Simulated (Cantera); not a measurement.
## Ignition delay

Mixture: CH4 : C2H6 : C3H8 : O2 : N2 : H2O = 1 : 0.14 : 0.41 : 10.8 : 40.6 : 4.3 (molar parts), equivalence ratio 0.42, at 1.01 bar, adiabatic and at constant volume. Ignition delay is the time to a rise of 400 K.

Computed with Cantera and GRI-Mech 3.0 (53 species, 325 reactions). GRI-Mech 3.0 was tuned for natural gas; its chemistry of propane as a main component is partial and can be far from experiment.

```csv
T0 (K),delay (ms)
1000,130
1100,21.3
1200,3.77
1300,0.811
1400,0.230
1500,0.0864
1600,0.0411
1700,0.0235
```

```
Property                                                Result
--------------------------------------------------  ----------
apparent activation energy between 1500 and 1700 K  140 kJ/mol
```
